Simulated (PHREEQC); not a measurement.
Model water analysis in mg/kgw, 80 °C, pH 6.83, pe 10.8: Na 1490; K 12.6; Ca 113; Mg 326; Cl 2450; S(6) as SO4 1310; Alkalinity as HCO3 205; Sr 11; Cu(2) 3.42; B 1.68.

Valence states are taken as typed.

The numbers come from PHREEQC with the ion-association model, wateq4f.dat.

This is a speciation only: nothing precipitates in the calculation.

Question: What ionic strength does the model give?

Answer: ionic strength 0.103 mol/kgw.

Question: In which forms is S present?

Answer: SO4-2 51 %, MgSO4 38 %, NaSO4- 7.2 %, CaSO4 3.9 % of the S.

Examples of supersaturated solids here: Malachite, Atacamite. Others may be too. Complexes and solids missing from the database can't appear. Constants without temperature data keep their 25 °C values here.
